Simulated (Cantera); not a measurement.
**Adiabatic ignition**

An adiabatic, constant-pressure homogeneous reactor starts with 9.83 % CH₄, 0.315 % C₂H₆, 18.9 % O₂, 71.0 % N₂, equivalence ratio 1.1, at 1348 K and 500000 Pa.

Computed with Cantera and GRI-Mech 3.0 (53 species, 325 reactions).

```json
[
 {"t (s)": "1.00e-6", "T (K)": "1348", "x CH₄": "0.0983", "x C₂H₆": "0.00315", "x O₂": "0.189", "x CH₂O": "2.99e-9", "x CH₂": "<1e-12", "x H₂O": "4.80e-9"},
 {"t (s)": "4.27e-6", "T (K)": "1348", "x CH₄": "0.0983", "x C₂H₆": "0.00314", "x O₂": "0.189", "x CH₂O": "5.64e-8", "x CH₂": "<1e-12", "x H₂O": "7.65e-8"},
 {"t (s)": "1.82e-5", "T (K)": "1348", "x CH₄": "0.0983", "x C₂H₆": "0.00314", "x O₂": "0.189", "x CH₂O": "1.13e-6", "x CH₂": "1.43e-12", "x H₂O": "1.54e-6"},
 {"t (s)": "7.77e-5", "T (K)": "1348", "x CH₄": "0.0983", "x C₂H₆": "0.00313", "x O₂": "0.189", "x CH₂O": "2.93e-5", "x CH₂": "3.60e-11", "x H₂O": "4.40e-5"},
 {"t (s)": "0.000331", "T (K)": "1352", "x CH₄": "0.0974", "x C₂H₆": "0.00311", "x O₂": "0.188", "x CH₂O": "0.000432", "x CH₂": "1.97e-10", "x H₂O": "0.000777"},
 {"t (s)": "0.00141", "T (K)": "2806", "x CH₄": "<1e-12", "x C₂H₆": "<1e-12", "x O₂": "0.00804", "x CH₂O": "1.67e-9", "x CH₂": "<1e-12", "x H₂O": "0.170"},
 {"t (s)": "0.00603", "T (K)": "2800", "x CH₄": "<1e-12", "x C₂H₆": "<1e-12", "x O₂": "0.00747", "x CH₂O": "1.71e-9", "x CH₂": "<1e-12", "x H₂O": "0.169"},
 {"t (s)": "0.0257", "T (K)": "2800", "x CH₄": "<1e-12", "x C₂H₆": "<1e-12", "x O₂": "0.00747", "x CH₂O": "1.71e-9", "x CH₂": "<1e-12", "x H₂O": "0.169"},
 {"t (s)": "0.110", "T (K)": "2800", "x CH₄": "<1e-12", "x C₂H₆": "<1e-12", "x O₂": "0.00747", "x CH₂O": "1.71e-9", "x CH₂": "<1e-12", "x H₂O": "0.169"},
 {"t (s)": "0.469", "T (K)": "2800", "x CH₄": "<1e-12", "x C₂H₆": "<1e-12", "x O₂": "0.00747", "x CH₂O": "1.71e-9", "x CH₂": "<1e-12", "x H₂O": "0.169"},
 {"t (s)": "2.00", "T (K)": "2800", "x CH₄": "<1e-12", "x C₂H₆": "<1e-12", "x O₂": "0.00747", "x CH₂O": "1.71e-9", "x CH₂": "<1e-12", "x H₂O": "0.169"}
]
```
x: mole fraction; the columns are a selection and need not sum to one.

```json
{
 "time_of_steepest_temperature_rise": "0.945 ms",
 "temperature at 2.00 s": "2800 K",
 "equilibrium_temperature": "2800 K",
 "x(CH₄) at 2.00 s": "<1e-12 (gas-phase equilibrium <1e-12)",
 "x(C₂H₆) at 2.00 s": "<1e-12 (gas-phase equilibrium <1e-12)",
 "x(O₂) at 2.00 s": "0.00747 (gas-phase equilibrium 0.00747)"
}
```
